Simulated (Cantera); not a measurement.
Input: 1 mol Si₃H₈, 0.036 mol Cl₂, 6.5 mol H₂, 0.37 mol HCl, 0.024 mol CH₄, at 1.00 bar.

Cantera equilibrium calculation (NASA polynomials, part measured and part estimated; ideal gas, pure solids and liquids). Candidate condensed phases: C, C₆H₆, C₇H₈, C₈H₁₈, Si, SiC; 109 gas species. The feed counts by its element totals alone. Mutual solubility and eutectic melting of coexisting phases are not modelled. The tables' values for SiCl₃ are old estimates; treat these amounts as uncertain. Gases not in the tables: Si₂H₆ and higher silanes. Kinetics and transport are ignored.

x: gas mole fraction; n: condensed amount in mol.

```tsv
T (K)	x H₂	x HCl	x SiHCl₃	x SiCl₄	x SiCl₂	n Si(s)	n SiC(s)
1023	0.983	0.00654	?	0.00412	7.73e-5	2.86	0.0236
1073	0.981	0.00934	?	0.00369	0.000173	2.87	0.0237
1123	0.979	0.0127	?	0.00314	0.000349	2.88	0.0237
1173	0.976	0.0165	?	0.00251	0.000637	2.89	0.0237
1223	0.973	0.0205	?	0.00184	0.00105	2.90	0.0237
1273	0.970	0.0242	?	0.00122	0.00156	2.91	0.0238
1323	0.968	0.0272	?	0.000725	0.00209	2.92	0.0238
1373	0.966	0.0293	?	0.000393	0.00256	2.93	0.0238
1423	0.965	0.0307	?	0.000201	0.00294	2.93	0.0238
1473	0.964	0.0315	?	0.000100	0.00323	2.93	0.0238
1523	0.964	0.0319	?	5.01e-5	0.00344	2.93	0.0238
1573	0.964	0.0320	?	2.56e-5	0.00360	2.93	0.0238
1623	0.964	0.0321	?	1.35e-5	0.00374	2.93	0.0238
1673	0.964	0.0321	?	7.29e-6	0.00385	2.93	0.0238
```

Question: Fill in the missing entries.

Answer: 
- 1023, x SiHCl₃: 0.00524
- 1073, x SiHCl₃: 0.00475
- 1123, x SiHCl₃: 0.00414
- 1173, x SiHCl₃: 0.00345
- 1223, x SiHCl₃: 0.00270
- 1273, x SiHCl₃: 0.00195
- 1323, x SiHCl₃: 0.00131
- 1373, x SiHCl₃: 0.000819
- 1423, x SiHCl₃: 0.000490
- 1473, x SiHCl₃: 0.000288
- 1523, x SiHCl₃: 0.000170
- 1573, x SiHCl₃: 0.000102
- 1623, x SiHCl₃: 6.26e-5
- 1673, x SiHCl₃: 3.93e-5
